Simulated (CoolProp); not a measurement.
Saturation properties of CH2F2 (R32).

The numbers come from the reference Helmholtz-energy equation of state, Tillner-Roth 1997 in CoolProp.

```
T (°C)  p (bar)  surface tension (mN/m)  liquid conductivity (mW/(m K))
------  -------  ----------------------  ------------------------------
-7.15         …                       …                             160
-0.95     7.886                    11.1                             155
5.25      9.588                       …                             150
11.35     11.52                    9.03                             145
17.55     13.77                    8.00                             140
23.75     16.34                    6.99                             135
29.95     19.25                    6.01                             130
36.05     22.48                       …                             125
42.25     26.17                    4.16                             119
48.45     30.30                    3.28                             114
54.65     34.92                    2.45                             108
60.85     40.07                       …                             102
66.95         …                   0.971                            96.0
```

Problem. Complete the blanks.

Solution. 
- -7.15, p (bar): 6.424
- -7.15, surface tension (mN/m): 12.2
- 5.25, surface tension (mN/m): 10.1
- 36.05, surface tension (mN/m): 5.08
- 60.85, surface tension (mN/m): 1.67
- 66.95, p (bar): 45.71

It boils at -51.7 °C under 1 atm.

Thermal conductivity comes from a separate model (Huber 2003), an estimate that may be off by 10 % or more. Surface tension comes from a separate correlation (Mulero 2012).
